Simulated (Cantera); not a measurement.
A closed system holds: 1 mol Ti, 3.2 mol H2, held at 40000 Pa.

Equilibrium computed with Cantera from the NASA thermochemical tables; the gas is ideal and each condensed phase is pure. Candidate condensed phases: Ti; 3 gas species. The numbers say what is thermodynamically allowed, not how fast it happens.

x: gas mole fraction; n: condensed amount in mol.

| T (°C) | x H2 | x H | x Ti | n Ti(β) | n Ti(l) |
|---|---|---|---|---|---|
| 1150 | 1.000 | 1.05e-5 | 3.66e-10 | 1.00 | 0 |
| 1200 | 1.000 | 2.00e-5 | 1.37e-9 | 1.00 | 0 |
| 1250 | 1.000 | 3.65e-5 | 4.70e-9 | 1.00 | 0 |
| 1300 | 1.000 | 6.43e-5 | 1.49e-8 | 1.00 | 0 |
| 1350 | 1.000 | 0.000109 | 4.38e-8 | 1.00 | 0 |
| 1400 | 1.000 | 0.000180 | 1.21e-7 | 1.00 | 0 |
| 1450 | 1.000 | 0.000288 | 3.13e-7 | 1.000 | 0 |
| 1500 | 1.000 | 0.000450 | 7.69e-7 | 1.000 | 0 |
| 1550 | 0.999 | 0.000685 | 1.80e-6 | 1.000 | 0 |
| 1600 | 0.999 | … | … | 1.000 | 0 |
| 1650 | 0.999 | 0.00149 | 8.55e-6 | 1.000 | 0 |
| 1700 | 0.998 | … | … | 0 | 1.000 |
| 1750 | 0.997 | 0.00300 | 3.35e-5 | 0 | 1.000 |

### Question
Fill in the missing entries.

### Answer

- 1700, x H: 0.00213
- 1700, x Ti: 1.73e-5
- 1600, x H: 0.00102
- 1600, x Ti: 4.01e-6
